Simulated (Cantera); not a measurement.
Cantera with NASA thermochemical tables; ideal gases at 1 bar, condensed phases pure. Values are per mole of reaction as written; species without (g) are pure solids or liquids, kept so even where they would boil at 1 bar. ZrN: taken at fixed stoichiometry.

2 ZrN + 4 N₂O(g) = 5 N₂(g) + 2 ZrO₂

```json
[
 {"T (K)": "300", "ΔH° (kJ)": "-1790.8", "ΔS° (J/K)": "101.1", "ΔG° (kJ)": "-1821.1", "log10 K": "317.08", "condensed phases": "ZrN(s), ZrO₂(monoclinic)"},
 {"T (K)": "2123", "ΔH° (kJ)": "[?]", "ΔS° (J/K)": "[?]", "ΔG° (kJ)": "[?]", "log10 K": "[?]", "condensed phases": "ZrN(s), ZrO₂(tetragonal)"},
 {"T (K)": "2273", "ΔH° (kJ)": "-1812.2", "ΔS° (J/K)": "94.1", "ΔG° (kJ)": "-2026.1", "log10 K": "46.56", "condensed phases": "ZrN(s), ZrO₂(tetragonal)"},
 {"T (K)": "2423", "ΔH° (kJ)": "-1818.6", "ΔS° (J/K)": "91.4", "ΔG° (kJ)": "-2040.0", "log10 K": "43.98", "condensed phases": "ZrN(s), ZrO₂(tetragonal)"},
 {"T (K)": "2573", "ΔH° (kJ)": "-1825.4", "ΔS° (J/K)": "88.6", "ΔG° (kJ)": "-2053.5", "log10 K": "41.69", "condensed phases": "ZrN(s), ZrO₂(tetragonal)"},
 {"T (K)": "2723", "ΔH° (kJ)": "[?]", "ΔS° (J/K)": "[?]", "ΔG° (kJ)": "[?]", "log10 K": "[?]", "condensed phases": "ZrN(s), ZrO₂(s)"}
]
```

Question: What belongs in the gaps?

Answer: 
- 2123, ΔH° (kJ): -1806.1
- 2123, ΔS° (J/K): 96.9
- 2123, ΔG° (kJ): -2011.8
- 2123, log10 K: 49.50
- 2723, ΔH° (kJ): -1832.6
- 2723, ΔS° (J/K): 85.9
- 2723, ΔG° (kJ): -2066.6
- 2723, log10 K: 39.64
